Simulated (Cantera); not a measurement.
Input: 1 mol TiO2, 0.41 mol H2, 3.5 mol N2, equilibrated at 0.400 bar.

Cantera equilibrium calculation (NASA polynomials, part measured and part estimated; ideal gas, pure solids and liquids). Candidate condensed phases: H2O, Ti, TiN, TiO, TiO2, Ti2O3, Ti3O5, Ti4O7; 27 gas species. Mutual solubility and eutectic melting of coexisting phases are not modelled. Condensed phases not in the tables: Magnéli phases beyond Ti4O7. Rates play no part.

Over these rows the condensed part is TiO2(rutile) + Ti4O7(s). Partial pressures as log10 of bar:

```tsv
T (K)	1000/T (1/K)	log p H2O	log p N2	log p H2
1150	0.8696	-4.60	-0.45	-1.38
1250	0.8000	-4.12	-0.45	-1.38
1350	0.7407	?	-0.45	-1.38
1450	0.6897	-3.34	-0.45	-1.38
1550	0.6452	-3.03	-0.45	-1.39
1650	0.6061	-2.75	-0.45	-1.40
```

Task: Fit log p(H2O) = a + b·(1000/T) to the five rows, give the apparent enthalpy, and predict the row at 1350 K.

Result: Means: 1000/T = 0.7221, log p = -3.568. Sxy = -0.338868, Sxx = 0.0482440, so b = -7.02 and a = -3.568 − (-7.02)×0.7221 = 1.50.
Apparent enthalpy: −19.145 × (-7.02) = 134 kJ/mol. With the condensed phases at unit activity, 4 TiO2(rutile) + H2(g) = H2O(g) + Ti4O7(s) links this pressure to the main gases: over the six rows their terms move log p by -0.02 in all, so the slope is close to that reaction's ΔH°. The five rows lie within 0.01 of the line.
Prediction at 1350 K: 1.50 + (-7.02)×0.7407 = -3.70. The computed value is -3.70, 0.00 from the line.
